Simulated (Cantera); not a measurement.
Mixture: CH4 : O2 : N2 = 1 : 2 : 7.52 (molar parts), at 16500 Torr, adiabatic and at constant pressure. Ignition delay is the time to a rise of 400 K.

Cantera simulation using GRI-Mech 3.0 (53 species, 325 reactions); the numbers are that mechanism's predictions, not measurements. The pressure lies above the range GRI-Mech 3.0 was tuned for (to about 10 atm).

What does this change do: CH4 1 to 0.33 parts?


| quantity | before | after |
|---|---|---|
| delay at 1225 K | 1.46 ms | 1.13 ms |
| delay at 1275 K | 0.832 ms | 0.630 ms |
| delay at 1325 K | 0.489 ms | 0.366 ms |
| delay at 1375 K | 0.295 ms | 0.221 ms |
| delay at 1425 K | 0.182 ms | 0.137 ms |
| delay at 1475 K | 0.115 ms | 87.8 µs |
| apparent activation energy between 1375 and 1475 K | 160 kJ/mol | 160 kJ/mol |

What does this change do: N2 7.52 to 5 parts?


```json
[
 {"quantity": "delay at 1225 K", "before": "1.46 ms", "after": "1.06 ms"},
 {"quantity": "delay at 1275 K", "before": "0.832 ms", "after": "0.596 ms"},
 {"quantity": "delay at 1325 K", "before": "0.489 ms", "after": "0.348 ms"},
 {"quantity": "delay at 1375 K", "before": "0.295 ms", "after": "0.209 ms"},
 {"quantity": "delay at 1425 K", "before": "0.182 ms", "after": "0.128 ms"},
 {"quantity": "delay at 1475 K", "before": "0.115 ms", "after": "80.7 µs"},
 {"quantity": "apparent activation energy between 1375 and 1475 K", "before": "160 kJ/mol", "after": "160 kJ/mol"}
]
```

What does this change do: constant volume in place of constant pressure?


| quantity | before | after |
|---|---|---|
| delay at 1225 K | 1.46 ms | 1.39 ms |
| delay at 1275 K | 0.832 ms | 0.786 ms |
| delay at 1325 K | 0.489 ms | 0.459 ms |
| delay at 1375 K | 0.295 ms | 0.276 ms |
| delay at 1425 K | 0.182 ms | 0.169 ms |
| delay at 1475 K | 0.115 ms | 0.106 ms |
| apparent activation energy between 1375 and 1475 K | 160 kJ/mol | 160 kJ/mol |
